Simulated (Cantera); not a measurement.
Input: 1 mol SiO₂, 1.1 mol CH₄, 0.9 mol N₂, held at 1325 °C and 0.390 bar.

Method: chemical equilibrium by Gibbs-energy minimisation in Cantera with the NASA 1993 tables (ideal gas, pure condensed phases). Candidate condensed phases: C, C₆H₆, C₇H₈, C₈H₁₈, H₂O, Si, SiC, SiO₂, Si₂N₂O, Si₃N₄; 151 gas species. Mutual solubility and eutectic melting of coexisting phases are not modelled. The tables hold silica as quartz up to 1696 K and as liquid above; real silica turns to tridymite and cristobalite and melts near 1996 K. The numbers say what is thermodynamically allowed, not how fast it happens.

Base state: H₂ 0.573, CO 0.287, N₂ 0.139, H₂O 0.000203, SiO 0.000177, HCN 0.000160, H 6.46e-5, CH₄ 5.89e-5 (mole fractions); condensed: SiO₂(β-quartz) + Si₂N₂O(s).

**Question.** What changes in the equilibrium state with this change: temperature from 1325 °C to 1027 °C?

**Answer.** 
```tsv
species	before	after
H₂	0.573	0.679
N₂	0.139	0.258
CO	0.287	0.0615
SiO	0.000177	2.47e-8
H	6.46e-5	1.46e-6
CH₄	5.89e-5	0.00141
NH₃	2.96e-6	1.37e-5
CO₂	3.39e-5	7.63e-6
SiO₂(β-quartz), mol	0.266	0.867
Si₂N₂O(s), mol	0.366	0.0664
C(graphite), mol	0	0.897
```
N₂ is the only nitrogen source here; it is nearly inert below about 1500 K, so the nitride shown seldom forms there in practice.
